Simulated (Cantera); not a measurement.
Input: 1 mol HBr, 10 mol H2, held at 1075 K and 0.00133 bar.

Method: chemical equilibrium by Gibbs-energy minimisation in Cantera with the NASA 1993 tables (ideal gas, pure condensed phases). Candidate condensed phases: Br2; 5 gas species. Equilibrium is a limit: real reactors are often held back by kinetics, nucleation or transport.

Base state: H2 0.909, HBr 0.0909, Br 3.60e-5 (mole fractions); condensed: gas only.

**Question.** What changes in the equilibrium state with this change: HBr replaced by HI?

**Answer.** 
```tsv
species	before	after
H2	0.909	0.911
HI	0	0.0558
I	0	0.0333
HBr	0.0909	0
I2	0	0.000132
Br	3.60e-5	0
```
Further candidate phases: I2.

**Question.** What changes in the equilibrium state with this change: H2 from 10 to 0.083 mol?

**Answer.** 
| species | before | after |
|---|---|---|
| HBr | 0.0909 | 0.922 |
| H2 | 0.909 | 0.0772 |
| Br | 3.60e-5 | 0.00125 |
| Br2 | 1.01e-8 | 1.23e-5 |
